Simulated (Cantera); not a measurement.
An isothermal, constant-pressure homogeneous reactor starts with H2 : O2 = 0.28 : 1 (molar parts), equivalence ratio 0.14, at 1423 K and 0.0180 bar.

Detailed kinetics in Cantera: the H2/O2 subset of GRI-Mech 3.0, which has no nitrogen chemistry. Radical loss at walls, strong at low pressure, is not modelled. The temperature is held fixed by assumption; the heat of reaction is taken as removed at once.

Q: Predict: x(H2) at 3.00 s; x(O2) at 3.00 s; x(HO2) at 3.00 s; x(H) at 3.00 s; x(OH) at 3.00 s.

A: 
* **x(H2) at 3.00 s**: 1.61e-6 (gas-phase equilibrium 1.36e-6)
* **x(O2) at 3.00 s**: 0.754 (gas-phase equilibrium 0.754)
* **x(HO2) at 3.00 s**: 1.55e-7 (gas-phase equilibrium 1.63e-7)
* **x(H) at 3.00 s**: 7.53e-8 (gas-phase equilibrium 5.80e-8)
* **x(OH) at 3.00 s**: 0.000249 (gas-phase equilibrium 0.000228)
